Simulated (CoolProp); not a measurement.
Nitrous oxide along the isobar 13.6 MPa: density (kg/m³) from the reference equation and from simpler models built on Tc = 36.4 °C, pc = 7.245 MPa, ω = 0.161; each cubic takes its own stable root.

The numbers come from the reference Helmholtz-energy equation of state, Lemmon 2006 in CoolProp. It is a short technical equation, of lower accuracy than the large ones.

| T (°C) | phase | reference | van der Waals | Redlich-Kwong | Soave-Redlich-Kwong | Peng-Robinson |
|---|---|---|---|---|---|---|
| -4.15 | liquid | 984.3 | 659.8 | 886.9 | 903.8 | 1018 |
| 2.05 | liquid | 960.1 | 647.5 | 861.8 | 877.4 | 987.4 |
| 8.25 | liquid | 934.6 | 634.7 | 835.5 | 849.5 | 954.9 |
| 14.35 | liquid | 908.1 | 621.5 | 808.3 | 820.3 | 920.7 |
| 20.55 | liquid | 879.4 | 607.6 | 779.3 | 788.7 | 883.4 |
| 26.65 | liquid | 848.9 | 593.1 | 749.0 | 755.3 | 844.0 |
| 32.85 | liquid | 815.2 | 577.7 | 716.3 | 718.8 | 800.6 |
| 39.05 | supercritical | 777.9 | 561.3 | 681.5 | 679.3 | 753.6 |
| 45.15 | supercritical | 736.4 | 544.2 | 644.8 | 637.2 | 703.2 |
| 51.35 | supercritical | 688.0 | 525.7 | 604.9 | 590.7 | 647.7 |
